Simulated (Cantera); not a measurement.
Cantera run:

```python
import numpy as np
import cantera as ct

gas_names = """
    Fe FeO N NO NO2 NO3 N2 N2O O O2 O3 S SN SO SO2 SO3 S2 S2O S8
""".split()
cond_names = """
    Fe(a) Fe(c) Fe(d) Fe(L) FeO(s) FeO(L) FeS(a) FeS(b) FeS(c) FeS(L) FeSO4(s) FeS2(s) Fe2O3(s)
    Fe2S3O12(s) Fe3O4(s) S(cr1) S(cr2) S(L)
""".split()


# ... load() reads the species with a 1 bar reference pressure and builds the phases ...
atoms = {
    'FeS': {'Fe': 1, 'S': 1},
    'O2': {'O': 2},
    'N2': {'N': 2},
}
top_T = {'FeSO4(s)': 950, 'FeS2(s)': 1010, 'Fe2O3(s)': 1830, 'Fe2S3O12(s)': 1100, 'Fe3O4(s)': 1870}  # K; cautious upper limits of use, not melting points


# ... equilibrate(T, P, feed) seeds the gas with the atoms and calls Mixture.equilibrate('TP', solver="vcs", rtol=1e-11, max_steps=5000) ...
results = []
feed = {'FeS': 1, 'O2': 2, 'N2': 14}  # mol
T = 1475  # K
P = 1000  # Pa
mix = equilibrate(T, P, feed)
results.append((T, P, feed, dict(zip(mix.species_names, mix.species_moles))))
print(gas.report(threshold=1e-05))
for i in range(1, mix.n_phases):
    print(f"{mix.phase(i).name:16s} {mix.phase_moles(i):12.5e} mol")
```

Result:

```
       temperature   1475 K
          pressure   1000 Pa
           density   0.0024831 kg/m^3
  mean mol. weight   30.452 kg/kmol
   phase of matter   gas

                          1 kg             1 kmol
                     ---------------   ---------------
          enthalpy        6.4851e+05        1.9748e+07  J
   internal energy        2.4578e+05        7.4844e+06  J
           entropy            9471.4        2.8842e+05  J/K
    Gibbs function       -1.3322e+07       -4.0568e+08  J
 heat capacity c_p            1187.8             36170  J/K
 heat capacity c_v            914.75             27856  J/K

                      mass frac. Y      mole frac. X     chem. pot. / RT
                     ---------------   ---------------   ---------------
                NO        0.00036696        0.00037241           -33.414
                N2           0.83979           0.91287           -30.657
                O2          0.022625          0.021531           -36.172
               SO2            0.1371          0.065177            -65.95
               SO3          0.000107        4.0699e-05           -84.036
     [  +14 minor]        3.9598e-06        5.3211e-06

Fe(c)             0.00000e+00 mol
FeO(s)            0.00000e+00 mol
FeS(L)            0.00000e+00 mol
Fe2O3(s)          0.00000e+00 mol
Fe3O4(s)          3.33333e-01 mol
S(L)              0.00000e+00 mol
```

Method: chemical equilibrium by Gibbs-energy minimisation in Cantera with the NASA 1993 tables (ideal gas, pure condensed phases).
